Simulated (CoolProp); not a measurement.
Vapour-liquid equilibrium of R21 (1) + methanol (2) at 388.2 K; x and y are mole fractions of (1).

The numbers come from the multi-fluid Helmholtz-energy mixture model, Platzer 1990 and de Reuck 1993; pair parameters Bell 2016 in CoolProp. This equation is an older, rougher fit; its heat capacities, sound speeds and derivatives of the liquid may be far off and weren't checked against measurements.

Task: Give the bubble pressure and the first vapour's composition at x = 0.2, 0.35, 0.5. Is there an azeotrope?

Result: x = 0.2: 1.600 MPa, y = 0.628; x = 0.35: 1.609 MPa, y = 0.631; x = 0.5: 1.651 MPa, y = 0.652. No azeotrope shows between x = 0.05 and 0.95.

The pair parameters rest on a limited set of measurements; away from them the model extrapolates. With so large a gap from Raoult's law the liquid may split in two, which this calculation doesn't test in full.
